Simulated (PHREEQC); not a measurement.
Synthetic water in mg/L, 25 °C, pH 5.94, pe 8:

```json
[
 {"constituent": "Na", "mg/L": "0.00567"},
 {"constituent": "K", "mg/L": "0.00154"},
 {"constituent": "Ca", "mg/L": "0.00949"},
 {"constituent": "Mg", "mg/L": "0.00469"},
 {"constituent": "Cl", "mg/L": "0.00138"},
 {"constituent": "S(6) as SO4", "mg/L": "0.0413"},
 {"constituent": "Alkalinity as HCO3", "mg/L": "0.016"},
 {"constituent": "Ba", "mg/L": "9.5e-05"}
]
```

Valence states are taken as typed.

Equilibrium calculation in PHREEQC: ion-association model, phreeqc.dat.

```json
{
 "ionic_strength": "3.17e-6 mol/kgw",
 "charge_balance_error": "-0.3 %"
}
```

| species | molality | activity | log γ |
|---|---|---|---|
| CO2 | 3.62e-6 | 3.62e-6 | 0.000 |
| HCO3- | 1.40e-6 | 1.40e-6 | -0.001 |
| H+ | 1.15e-6 | 1.15e-6 | -0.001 |
| SO4-2 | 4.30e-7 | 4.26e-7 | -0.004 |
| Na+ | 2.47e-7 | 2.46e-7 | -0.001 |
| Ca+2 | 2.37e-7 | 2.35e-7 | -0.004 |
| Mg+2 | 1.93e-7 | 1.91e-7 | -0.004 |
| K+ | 3.94e-8 | 3.93e-8 | -0.001 |
| Cl- | 3.89e-8 | 3.88e-8 | -0.001 |

This is a speciation only: nothing precipitates in the calculation. Species that the database lacks are ignored.
